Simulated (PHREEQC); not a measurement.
A solution holds 21 mmol/kgw HNO3, 1.2 mmol/kgw ZnSO4 and 0.22 mmol/kgw KCl, at 25 °C. Closed to the air; pH follows from the charge balance.

Equilibrium calculation in PHREEQC: ion-association model, wateq4f.dat.

Problem. The ionic strength comes out as 0.0246 mol/kgw. What activity coefficients do Cl-, K+, NO3-, H+, Zn+2 get?

Solution. Cl- 0.86, K+ 0.86, NO3- 0.85, H+ 0.88, Zn+2 0.57.

Precipitation was switched off in this run. Species that the database lacks are ignored.
